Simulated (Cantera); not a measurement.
Premixed flame

A freely propagating, adiabatic, planar premixed flame of CH₄ : C₂H₆ : C₃H₈ : O₂ : N₂ = 1 : 0.14 : 0.16 : 2.64 : 9.92 (molar parts), equivalence ratio 1.2, unburnt at 500 K and 12000 Pa; mixture-averaged transport, grid criteria slope 0.08 and curve 0.16, no radiation.

Model: GRI-Mech 3.0 (53 species, 325 reactions), integrated in Cantera. GRI-Mech 3.0 was tuned for natural gas; its chemistry of propane as a main component is partial and can be far from experiment. Burning velocities carry a grid error of a few per cent, more on coarse grids.

```tsv
z (mm)	T (K)	u (m/s)	x CH₄	x C₂H₆	x C₃H₈	x N₂O	x CH₂CO	x H
-6.76	500	1.23	0.0720	0.0101	0.0115	<1e-8	<1e-8	<1e-8
-4.51	501	1.24	0.0717	0.0101	0.0115	<1e-8	1.92e-8	2.16e-8
-3.38	508	1.26	0.0711	0.0100	0.0114	<1e-8	2.04e-7	3.82e-7
-2.25	567	1.42	0.0681	0.00984	0.0112	<1e-8	4.64e-6	1.07e-5
-1.13	983	2.54	0.0499	0.00826	0.00739	<1e-8	0.000164	0.000324
-0.563	1395	3.70	0.0289	0.00354	0.00190	<1e-8	0.000514	0.00173
0	1762	4.74	0.00873	0.000243	4.21e-5	<1e-8	0.000434	0.00599
0.563	1935	5.23	0.00118	2.03e-6	4.46e-8	<1e-8	8.97e-5	0.0113
1.13	1980	5.34	9.20e-5	<1e-8	<1e-8	<1e-8	7.63e-6	0.0149
2.25	1998	5.37	4.48e-7	<1e-8	<1e-8	<1e-8	3.61e-8	0.0173
4.51	2010	5.38	<1e-8	<1e-8	<1e-8	<1e-8	<1e-8	0.0177
9.01	2023	5.41	<1e-8	<1e-8	<1e-8	<1e-8	<1e-8	0.0170
18.0	2045	5.46	<1e-8	<1e-8	<1e-8	<1e-8	<1e-8	0.0155
```
x: mole fraction of selected species; z is measured from the peak of heat release.

* **laminar burning velocity**: 123 cm/s
* **thermal thickness**: 2.25 mm
* **peak x(CH₂CO)**: 0.000581
* **peak x(H)**: 0.0177
* **grid points**: 166
